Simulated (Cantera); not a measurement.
A closed system holds: 1 mol BCl3, 0.087 mol O2, 2.3 mol H2O, at 1323.15 K and 1330 Pa.

Equilibrium computed with Cantera from the NASA thermochemical tables; the gas is ideal and each condensed phase is pure. Candidate condensed phases: B, B2O3, B3O3H3, H2O; 33 gas species. The tables' values for BOCl are old estimates; treat these amounts as uncertain. Gases not in the tables: H3BO3. The numbers say what is thermodynamically allowed, not how fast it happens.

Base state: HCl 0.753, H2O 0.202, O2 0.0192, HBO2 0.0157, Cl 0.00678, Cl2 0.00266, (HBO2)3 8.03e-5, OH 3.14e-5 (mole fractions); condensed: B2O3(l).

Task: What changes in the equilibrium state with this change: temperature from 1323.15 K to 2098.15 K?

Result: 
```tsv
species	before	after
HCl	0.753	0.563
HBO2	0.0157	0.160
H2O	0.202	0.126
Cl	0.00678	0.0918
H2	1.64e-6	0.0145
B2O3	2.62e-5	0.0246
O2	0.0192	0.00196
BO	<1e-9	0.000414
H	1.77e-8	0.00321
B2O3(l), mol	0.469	0
```
